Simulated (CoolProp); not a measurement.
Saturation properties of chlorine (Tc = 416.9 K, pc = 7.642 MPa, ω = 0.070).

Values from CoolProp's reference Helmholtz-energy equation of state, Thol 2021.

```
T (K)  p (MPa)  liquid density (kg/m³)  vapour density (kg/m³)  enthalpy of vaporisation (kJ/kg)  liquid cp (kJ/(kg K))
-----  -------  ----------------------  ----------------------  --------------------------------  ---------------------
324      1.474                    1308                   46.43                             225.6                  1.046
331.8    1.752                    1281                   55.24                             218.0                  1.069
339.6    2.066                    1252                   65.38                             209.9                  1.095
347.4    2.418                    1222                   77.07                             201.2                  1.128
355.2    2.810                    1191                   90.55                             191.8                  1.167
363      3.245                    1157                   106.2                             181.7                  1.217
370.8    3.724                    1121                   124.4                             170.7                  1.282
378.6    4.251                    1081                   146.0                             158.5                  1.372
386.5    4.835                    1037                   172.3                             144.7                  1.505
394.3    5.466                   987.1                   204.7                             128.9                  1.724
```

It boils at 239.2 K under 1 atm.
